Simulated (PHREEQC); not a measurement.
Consider water at 22 °C with 0.0031 mol/kgw HBr, 0.00018 mol/kgw CaCl2 and 0.00053 mol/kgw CuCl2. Closed to the air; pH follows from the charge balance.

Equilibrium calculation in PHREEQC: ion-association model, phreeqc.dat.

No solid was allowed to form.

Q: What pH does the model give?

A: pH 2.54.

Species that the database lacks are ignored.
